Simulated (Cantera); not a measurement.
A perfectly stirred reactor is fed with 33.3 % NH3, 66.6 % H2, 0.110 % N2, at 0.0118 atm; it is held at 1900 K, and followed from long to short residence time.

Detailed kinetics in Cantera: the gas-phase N/H chemistry of the illustrative SiF4/NH3 mechanism in the Surface Chemkin manual (1991). Walls and surfaces, which speed up NH3 decomposition in real reactors, are not modelled.

x: mole fraction; the columns are a selection and need not sum to one.

```tsv
τ (s)	x NH3	x H2	x N2	x NH2	x NH	x N	x H
4.8	0.161	0.773	0.0652	0.000299	7.63e-6	7.07e-7	0.000512
1.5	___	0.719	___	___	8.83e-6	7.05e-7	___
0.48	0.300	0.686	0.0134	0.000452	9.20e-6	6.76e-7	0.000371
0.15	0.323	0.672	0.00478	0.000455	8.64e-6	5.92e-7	0.000339
0.048	0.330	0.667	___	___	___	___	___
0.015	0.333	0.666	0.00115	0.000221	2.03e-6	6.76e-8	0.000158
0.0048	0.333	0.666	0.00110	7.57e-5	2.41e-7	2.80e-9	5.41e-5
0.0015	0.333	0.666	0.00110	2.37e-5	2.35e-8	8.56e-11	1.70e-5
0.00048	0.333	0.666	0.00110	7.59e-6	2.33e-9	2.62e-12	5.46e-6
```

Task: Complete the blanks.

Result: 
- 1.5, x NH3: 0.247
- 1.5, x N2: 0.0331
- 1.5, x NH2: 0.000401
- 1.5, x H: 0.000418
- 0.048, x N2: 0.00190
- 0.048, x NH2: 0.000396
- 0.048, x NH: 6.43e-6
- 0.048, x N: 3.78e-7
- 0.048, x H: 0.000286
